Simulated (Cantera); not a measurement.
Charge: 1 mol borazine, 0.15 mol NH3, 0.15 mol N2, equilibrated at 20.0 Pa.

These are equilibrium values from Cantera (NASA tables, ideal gas, pure condensed phases), not measurements of a reactor. Candidate condensed phases: B, BN; 15 gas species. The feed counts by its element totals alone. Equilibrium is a limit: real reactors are often held back by kinetics, nucleation or transport.

What share of the B ends up in condensed phases as a function of T (K), at 2250, 2275, 2300, 2325, 2350, 2375, 2400?


| T (K) | B condensed (%) | as |
|---|---|---|
| 2250 | 94.4 | B(s) |
| 2275 | 92.0 | B(s) |
| 2300 | 88.7 | B(s) |
| 2325 | 84.0 | B(s) |
| 2350 | 77.3 | B(l) |
| 2375 | 68.7 | B(l) |
| 2400 | 56.5 | B(l) |
